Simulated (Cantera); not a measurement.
An isothermal, constant-pressure homogeneous reactor starts with CH4 : N2 = 1 : 2.3 (molar parts), at 1073 K and 0.133 bar. Integrator tolerance rtol = 1e-08.

Computed with Cantera and GRI-Mech 3.0 (53 species, 325 reactions). GRI-Mech 3.0 stops at C3 and has no aromatics, soot or wall deposition, so with more carbon than oxygen in the feed, carbon stays in small species such as C2H2 where larger ones or solid carbon would form.

Task: What does this change do: temperature 1073 to 1323 K?

Result: 
| quantity | before | after |
|---|---|---|
| x(CH4) at 40.0 s | 0.303 (gas-phase equilibrium 0.212) | 0.251 (gas-phase equilibrium 0.0396) |
| x(HCN) at 40.0 s | <1e-12 (gas-phase equilibrium 0.0237) | 7.59e-12 (gas-phase equilibrium 0.0733) |
| x(CH3) at 40.0 s | 1.25e-7 (gas-phase equilibrium 4.79e-7) | 2.37e-5 (gas-phase equilibrium 6.24e-6) |
| x(H2) at 40.0 s | 3.09e-6 (gas-phase equilibrium 0.0952) | 0.0585 (gas-phase equilibrium 0.300) |
| x(C2H2) at 40.0 s | 6.79e-10 (gas-phase equilibrium 0.0102) | 0.0187 (gas-phase equilibrium 0.0599) |
| x(C2H6) at 40.0 s | 2.72e-6 (gas-phase equilibrium 0.000152) | 9.02e-5 (gas-phase equilibrium 8.04e-6) |
